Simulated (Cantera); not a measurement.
A Cantera script and what it prints.

```python
import numpy as np
import cantera as ct

gas_names = """
    AL ALCL ALCL2 ALCL3 ALH ALN AL2 AL2CL6 CL CL2 H HCL H2 N NH NH2 NH3 N2 N2H2 N2H4
""".split()
cond_names = """
    AL(cr) AL(L) ALCL3(s) ALCL3(L) ALN(s) NH4CL(a) NH4CL(b)
""".split()


# ... load() reads the species with a 1 bar reference pressure and builds the phases ...
atoms = {
    'AlCl3': {'AL': 1, 'CL': 3},
    'NH3': {'N': 1, 'H': 3},
    'H2': {'H': 2},
}
top_T = {'ALN(s)': 2750}  # K; cautious upper limits of use, not melting points


# ... equilibrate(T, P, feed) seeds the gas with the atoms and calls Mixture.equilibrate('TP', solver="vcs", rtol=1e-11, max_steps=5000) ...
results = []
feed = {'AlCl3': 1, 'NH3': 2.5, 'H2': 190}  # mol
P = 133.322  # Pa
for T in [600, 800, 1000, 1200, 1400, 1600, 1800, 2000, 2200]:
    mix = equilibrate(T, P, feed)
    results.append((T, P, feed, dict(zip(mix.species_names, mix.species_moles))))
    x = sorted(zip(gas.X, gas.species_names), reverse=True)
    print(f"T = {T:g} K  P = {P:g} Pa  gas = {mix.phase_moles(0):.4g} mol")
    print("   x: " + "  ".join(f"{s} {v:.3e}" for v, s in x if v > 1e-06))
    print("   condensed (mol): " + ("  ".join(f"{mix.phase(i).name} {mix.phase_moles(i):.4g}"
          for i in range(1, mix.n_phases) if mix.phase_moles(i) > 1e-12) or "none"))
```

It prints:

```
T = 600 K  P = 133.322 Pa  gas = 196 mol
   x: H2 9.811e-01  HCL 1.476e-02  N2 3.917e-03  ALCL3 1.834e-04  NH3 3.374e-06
   condensed (mol): ALN(s) 0.964
T = 800 K  P = 133.322 Pa  gas = 196 mol
   x: H2 9.814e-01  HCL 1.432e-02  N2 3.991e-03  ALCL3 3.284e-04
   condensed (mol): ALN(s) 0.9356
T = 1000 K  P = 133.322 Pa  gas = 196 mol
   x: H2 9.816e-01  HCL 1.393e-02  N2 4.057e-03  ALCL3 4.596e-04
   condensed (mol): ALN(s) 0.9098
T = 1200 K  P = 133.322 Pa  gas = 196 mol
   x: H2 9.817e-01  HCL 1.349e-02  N2 4.167e-03  ALCL3 5.482e-04  ALCL 9.395e-05  ALCL2 3.994e-05  H 5.355e-06
   condensed (mol): ALN(s) 0.8663
T = 1400 K  P = 133.322 Pa  gas = 197 mol
   x: H2 9.787e-01  HCL 9.706e-03  N2 6.346e-03  ALCL 4.745e-03  ALCL2 2.168e-04  H 1.318e-04  ALCL3 1.153e-04  CL 1.076e-06
   condensed (mol): none
T = 1600 K  P = 133.322 Pa  gas = 197.1 mol
   x: H2 9.770e-01  HCL 1.007e-02  N2 6.341e-03  ALCL 5.006e-03  H 1.472e-03  ALCL2 5.728e-05  CL 1.200e-05  AL 5.297e-06  ALCL3 3.588e-06
   condensed (mol): none
T = 1800 K  P = 133.322 Pa  gas = 198 mol
   x: H2 9.688e-01  HCL 1.007e-02  H 9.652e-03  N2 6.314e-03  ALCL 4.973e-03  CL 7.676e-05  AL 5.851e-05  ALCL2 1.894e-05
   condensed (mol): none
T = 2000 K  P = 133.322 Pa  gas = 201.4 mol
   x: H2 9.355e-01  H 4.308e-02  HCL 9.955e-03  N2 6.206e-03  ALCL 4.584e-03  AL 3.696e-04  CL 3.414e-04  ALCL2 7.285e-06  ALH 3.650e-06
   condensed (mol): none
T = 2200 K  P = 133.322 Pa  gas = 212.2 mol
   x: H2 8.375e-01  H 1.412e-01  HCL 9.564e-03  N2 5.889e-03  ALCL 3.392e-03  AL 1.309e-03  CL 1.173e-03  ALH 8.206e-06  ALCL2 2.666e-06
   condensed (mol): none
```

Cantera equilibrium calculation (NASA polynomials, part measured and part estimated; ideal gas, pure solids and liquids). The tables' values for AlCl2 are old estimates; treat these amounts as uncertain.
